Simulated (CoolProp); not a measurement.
Model: reference Helmholtz-energy equation of state, Akasaka 2019, in CoolProp.

Problem. Give the vapour pressure (bar), enthalpy of vaporisation (kJ/kg), liquid cp (kJ/(kg K)) of saturated R1234ze(Z) at 72.05, 78.65, 105.25 °C.

Solution. 
```tsv
T (°C)	p (bar)	enthalpy of vaporisation (kJ/kg)	liquid cp (kJ/(kg K))
72.05	7.07	172	1.44
78.65	8.32	166	1.47
105.25	15.1	138	1.66
```
